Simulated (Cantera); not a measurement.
A perfectly stirred reactor is fed with N₂O : H₂O = 1 : 0.17 (molar parts), at 0.415 atm; it is held at 1148 K, and followed from long to short residence time.

Computed with Cantera and GRI-Mech 3.0 (53 species, 325 reactions). GRI-Mech 3.0 was tuned for natural gas; its chemistry of N2O as a main component is partial and can be far from experiment. The mechanism lacks the step 2 NO + O2 → 2 NO2, which can matter for NO2 below about 1400 K. The temperature is held fixed by assumption; the heat of reaction is taken as removed at once.

```tsv
quantity	before	after
x(N₂O) at τ = 25.0 s	0.166	0.233
x(H₂O) at τ = 25.0 s	0.110	0.0205
x(O) at τ = 25.0 s	5.32e-7	4.99e-7
x(OH) at τ = 25.0 s	1.77e-5	7.45e-6
x(NO) at τ = 25.0 s	0.0217	0.0287
x(N₂O) at τ = 0.100 s	0.836	0.958
x(H₂O) at τ = 0.100 s	0.144	0.0271
x(O) at τ = 0.100 s	1.06e-6	7.97e-7
x(OH) at τ = 0.100 s	1.81e-5	6.43e-6
x(NO) at τ = 0.100 s	0.000635	0.000585
```

Problem. Which change was made?
(A) H2O 0.17 to 0.028 parts
(B) temperature 1148 to 1125 K
(C) pressure from 0.415 atm to 0.0128 atm
(D) H2O 0.17 to 1.4 parts

Solution. A, H2O 0.17 to 0.028 parts
